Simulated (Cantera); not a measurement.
# Adiabatic ignition

An adiabatic, constant-pressure homogeneous reactor starts with CH₄ : H₂ : O₂ : N₂ = 1 : 0.34 : 6.2 : 42.2 (molar parts), equivalence ratio 0.35, at 1775 K and 4800 Torr.

Detailed kinetics in Cantera: GRI-Mech 3.0 (53 species, 325 reactions).

| t (s) | T (K) | x CH₄ | x H₂ | x O₂ | x CO₂ | x NO₂ | x H₂O | x HCN |
|---|---|---|---|---|---|---|---|---|
| 1.00e-6 | 1775 | 0.0201 | 0.00683 | 0.125 | 8.56e-10 | <1e-12 | 4.41e-6 | <1e-12 |
| 3.15e-6 | 1775 | 0.0200 | 0.00683 | 0.125 | 3.80e-8 | <1e-12 | 3.66e-5 | <1e-12 |
| 9.90e-6 | 1777 | 0.0192 | 0.00670 | 0.124 | 7.83e-6 | <1e-12 | 0.000757 | 3.42e-11 |
| 3.12e-5 | 2148 | <1e-12 | 0.000973 | 0.0806 | 0.0146 | 4.73e-8 | 0.0426 | 5.03e-12 |
| 9.81e-5 | 2237 | <1e-12 | 0.000150 | 0.0806 | 0.0196 | 1.10e-7 | 0.0457 | <1e-12 |
| 0.000309 | 2243 | <1e-12 | 9.62e-5 | 0.0807 | 0.0199 | 1.46e-7 | 0.0461 | <1e-12 |
| 0.000972 | 2243 | <1e-12 | 9.60e-5 | 0.0806 | 0.0199 | 3.04e-7 | 0.0461 | <1e-12 |
| 0.00306 | 2243 | <1e-12 | 9.57e-5 | 0.0805 | 0.0199 | 7.94e-7 | 0.0461 | <1e-12 |
| 0.00962 | 2241 | <1e-12 | 9.50e-5 | 0.0801 | 0.0199 | 2.25e-6 | 0.0461 | <1e-12 |
| 0.0303 | 2236 | <1e-12 | 9.30e-5 | 0.0791 | 0.0199 | 6.08e-6 | 0.0461 | <1e-12 |
| 0.0953 | 2229 | <1e-12 | 8.98e-5 | 0.0774 | 0.0199 | 1.25e-5 | 0.0461 | <1e-12 |
| 0.300 | 2225 | <1e-12 | 8.82e-5 | 0.0766 | 0.0200 | 1.56e-5 | 0.0462 | <1e-12 |
x: mole fraction; the columns are a selection and need not sum to one.

```yaml
time_of_steepest_temperature_rise: 19.1 µs
temperature at 0.300 s: 2225 K
equilibrium_temperature: 2225 K
x(CH₄) at 0.300 s: <1e-12 (gas-phase equilibrium <1e-12)
x(H₂) at 0.300 s: 8.82e-5 (gas-phase equilibrium 8.82e-5)
x(O₂) at 0.300 s: 0.0766 (gas-phase equilibrium 0.0765)
```
